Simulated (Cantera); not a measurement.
Cantera with NASA thermochemical tables; ideal gases at 1 bar, condensed phases pure. Values are per mole of reaction as written; species without (g) are pure solids or liquids, kept so even where they would boil at 1 bar.

SrO + H₂O(g) → 2 OH(g) + Sr, with ΔH° = 912.6 kJ and ΔS° = 178.2 J/K at 300 K.

**Question.** How far is the shortcut ΔG° ≈ ΔH°(300 K) − T·ΔS°(300 K) from the full temperature-dependent value at 1173, 1223, 1273, 1323, 1373 K?

**Answer.** 
| T (K) | shortcut (kJ) | full (kJ) | difference (kJ) | difference in log10 K | condensed phases |
|---|---|---|---|---|---|
| 1173 | 703.6 | 700.6 | 2.9 | -0.13 | SrO(s), Sr(l) |
| 1223 | 694.7 | 691.3 | 3.4 | -0.15 | SrO(s), Sr(l) |
| 1273 | 685.8 | 681.9 | 3.9 | -0.16 | SrO(s), Sr(l) |
| 1323 | 676.9 | 672.5 | 4.4 | -0.17 | SrO(s), Sr(l) |
| 1373 | 668.0 | 663.1 | 4.9 | -0.18 | SrO(s), Sr(l) |
The shortcut ignores heat capacities and the phase changes listed.
